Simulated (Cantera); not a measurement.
A perfectly stirred reactor is fed with C₃H₈ : O₂ : N₂ = 1 : 4.17 : 15.7 (molar parts), equivalence ratio 1.2, at 101000 Pa; it is adiabatic with a 448 K inlet, and is followed from long to short residence time, starting on the burning branch (τ in s: 0.021, 0.0098, 0.0046, 0.0021, 0.00098, 0.00046, 0.00021, 9.9e-05, 4.6e-05).

Detailed kinetics in Cantera: GRI-Mech 3.0 (53 species, 325 reactions). GRI-Mech 3.0 was tuned for natural gas; its chemistry of propane as a main component is partial and can be far from experiment.

Problem. What does this change do: inlet temperature 448 to 675 K?

Solution. 
```
quantity                                                                      before                                   after
------------------------------------------------  ----------------------------------  --------------------------------------
blow-out, bracketed by the residence times tried  burning at 99.0 µs, out at 46.0 µs  burning at 46.0 µs, the shortest tried
x(C₃H₈) at τ = 21.0 ms                                                       6.03e-7                                 4.01e-7
x(O₂) at τ = 21.0 ms                                                         0.00140                                 0.00208
x(NO) at τ = 21.0 ms                                                        0.000581                                 0.00106
x(CO₂) at τ = 21.0 ms                                                         0.0754                                  0.0726
x(CO) at τ = 21.0 ms                                                          0.0560                                  0.0585
x(C₃H₈) at τ = 0.980 ms                                                      7.65e-6                                 5.53e-6
x(O₂) at τ = 0.980 ms                                                        0.00567                                 0.00655
x(NO) at τ = 0.980 ms                                                       0.000319                                0.000463
x(CO₂) at τ = 0.980 ms                                                        0.0697                                  0.0665
x(CO) at τ = 0.980 ms                                                         0.0603                                  0.0632
```

Problem. What does this change do: N2 15.7 to 23 parts?

Solution. 
```tsv
quantity	before	after
blow-out, bracketed by the residence times tried	burning at 99.0 µs, out at 46.0 µs	burning at 0.210 ms, out at 99.0 µs
x(C₃H₈) at τ = 21.0 ms	6.03e-7	1.43e-6
x(O₂) at τ = 21.0 ms	0.00140	0.000654
x(NO) at τ = 21.0 ms	0.000581	0.000192
x(CO₂) at τ = 21.0 ms	0.0754	0.0608
x(CO) at τ = 21.0 ms	0.0560	0.0389
x(C₃H₈) at τ = 0.980 ms	7.65e-6	1.63e-5
x(O₂) at τ = 0.980 ms	0.00567	0.00397
x(NO) at τ = 0.980 ms	0.000319	0.000133
x(CO₂) at τ = 0.980 ms	0.0697	0.0564
x(CO) at τ = 0.980 ms	0.0603	0.0423
```
